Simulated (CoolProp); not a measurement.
Vapour-liquid equilibrium of R22 (1) + R115 (2) at 2.36 bar; x and y are mole fractions of (1).

Values from CoolProp's multi-fluid Helmholtz-energy mixture model, Kamei 1995 and Lemmon 2016; pair parameters Bell 2016.

```tsv
x	bubble temperature (K)	y at the bubble point	dew temperature at overall composition x (K)	liquid density (mol/L)
0.05	252.6	0.116	253.8	9.746
0.2	249.4	0.303	251.0	10.40
0.35	248.3	0.405	248.8	11.12
0.5	248.1	0.494	248.1	11.94
0.65	248.4	0.597	248.8	12.88
0.8	249.5	0.736	250.2	13.95
0.95	251.4	0.925	251.6	15.17
```

y crosses x between x = 0.35 and 0.5: the model has an azeotrope there.

Pair parameters are fitted to limited data, so mixtures are less certain than the pure fluids.
